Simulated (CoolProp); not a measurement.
Vapour-liquid equilibrium of R22 (1) + R11 (2) at 5.65 °C; x and y are mole fractions of (1).

The numbers come from the multi-fluid Helmholtz-energy mixture model, Kamei 1995 and Jacobsen 1992; pair parameters Bell 2016 in CoolProp.

Give the bubble pressure and the first vapour's composition at x = 0.05, 0.25, 0.95. Is there an azeotrope?

x = 0.05: 0.09405 MPa, y = 0.476; x = 0.25: 0.2313 MPa, y = 0.816; x = 0.95: 0.5685 MPa, y = 0.991. No azeotrope shows between x = 0.05 and 0.95.

Pair parameters are fitted to limited data, so mixtures are less certain than the pure fluids.
